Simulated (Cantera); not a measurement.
Cantera run:

```python
import numpy as np
import cantera as ct

gas_names = """
    C CH CH2 CH3 CH2OH CH3O CH4 CH3OH CO CO2 COOH C2 C2H CHCO,ketyl C2H2,acetylene C2H2,vinylidene
    CH2CO,ketene C2H3,vinyl CH3CO,acetyl C2H4 C2H4O,ethylen CH3CHO,ethanal CH3COOH (HCOOH)2 C2H5 C2H6
    CH3OCH3 C2H5OH C2O C3 C3H3,propargyl C3H4,allene C3H4,propyne C3H4,cyclo- C3H5,allyl C3H6,propylene
    C3H6,cyclo- C3H6O C3H7,n-propyl C3H7,i-propyl C3H8 C3H8O,1propanol C3H8O,2propanol C3O2 C4 C4H2
    C4H4,1,3-cyclo- C4H6,butadiene C4H6,2-butyne C4H6,cyclo- C4H8,1-butene C4H8,cis2-buten
    C4H8,tr2-butene C4H8,isobutene C4H8,cyclo- (CH3COOH)2 C4H9,n-butyl C4H9,i-butyl C4H9,s-butyl
    C4H9,t-butyl C4H10,isobutane C4H10,n-butane C5 C5H6,1,3cyclo- C5H8,cyclo- C5H10,1-pentene
    C5H10,cyclo- C5H11,pentyl C5H11,t-pentyl C5H12,n-pentane C5H12,i-pentane CH3C(CH3)2CH3 C6H2
    C6H5,phenyl C6H5O,phenoxy C6H6 C6H5OH,phenol C6H10,cyclo- C6H12,1-hexene C6H12,cyclo- C6H13,n-hexyl
    C7H7,benzyl C7H8 C7H8O,cresol C7H14,1-heptene C7H15,n-heptyl C7H16,n-heptane C8H8,styrene
    C8H10,ethylbenz C8H16,1-octene C8H17,n-octyl C8H18,isooctane C8H18,n-octane C9H19,n-nonyl
    C10H8,naphthale C10H21,n-decyl C12H9,o-bipheny C12H10,bipheny Cu CuO Cu2 H HCO HO2 H2
    HCHO,formaldehy HCOOH H2O H2O2 O OH O2 O3
""".split()
cond_names = """
    C(gr) C6H6(L) C7H8(L) C8H18(L),n-octa Cu(cr) Cu(L) CuO(s) CuO2H2(s) Cu2O(s) Cu2O(L) H2O(s) H2O(L)
""".split()


def load(file, names, dense=False):
    # The tables refer to 1 bar. Condensed volumes are neglected.
    table = {s.name: s for s in ct.Species.list_from_file(file)}
    out = []
    for n in names:
        d = dict(table[n].input_data)
        d["thermo"] = dict(d["thermo"], **{"reference-pressure": 1e5})
        if dense:
            d["equation-of-state"] = {"model": "constant-volume", "density": "1e6 g/cm^3"}
        out.append(ct.Species.from_dict(d))
    return out


gas = ct.Solution(thermo="ideal-gas", species=load("nasa_gas.yaml", gas_names))
cond = {s.name: ct.Solution(thermo="fixed-stoichiometry", species=[s], name=s.name)
        for s in load("nasa_condensed.yaml", cond_names, dense=True)}
atoms = {
    'CuO': {'Cu': 1, 'O': 1},
    'C': {'C': 1},
    'H2': {'H': 2},
}
top_T = {'C(gr)': 4500, 'CuO(s)': 1390}  # K; cautious upper limits of use, not melting points


def equilibrate(T, P, feed):
    n = {}
    for name, mol in feed.items():
        for a, k in atoms[name].items():
            n[a] = n.get(a, 0.0) + k * mol
    gas.TPX = T, P, n
    mass = sum(n.values()) * gas.mean_molecular_weight
    gas.equilibrate("TP")
    valid = [c for c in cond.values() if c.min_temp <= T <= top_T.get(c.name, c.max_temp)]
    mix = ct.Mixture([(gas, mass / gas.mean_molecular_weight)] + [(c, 0.0) for c in valid])
    mix.T, mix.P = T, P
    mix.equilibrate("TP", solver="vcs", rtol=1e-11, max_steps=5000)
    return mix


results = []
feed = {'CuO': 1, 'C': 1.9, 'H2': 1.1}  # mol
T = 2073  # K
P = 1600  # Pa
mix = equilibrate(T, P, feed)
results.append((T, P, feed, dict(zip(mix.species_names, mix.species_moles))))
x = sorted(zip(gas.X, gas.species_names), reverse=True)
print(f"T = {T:g} K  P = {P:g} Pa  gas = {mix.phase_moles(0):.4g} mol")
print("   x: " + "  ".join(f"{s} {v:.3e}" for v, s in x if v > 0.001))
print("   condensed (mol): " + ("  ".join(f"{mix.phase(i).name} {mix.phase_moles(i):.4g}"
      for i in range(1, mix.n_phases) if mix.phase_moles(i) > 1e-12) or "none"))
```

Output:

```
T = 2073 K  P = 1600 Pa  gas = 3.116 mol
   x: H2 3.465e-01  CO 3.209e-01  Cu 3.189e-01  H 1.224e-02  Cu2 1.031e-03
   condensed (mol): C(gr) 0.8973
```

Equilibrium computed with Cantera from the NASA thermochemical tables; the gas is ideal and each condensed phase is pure.
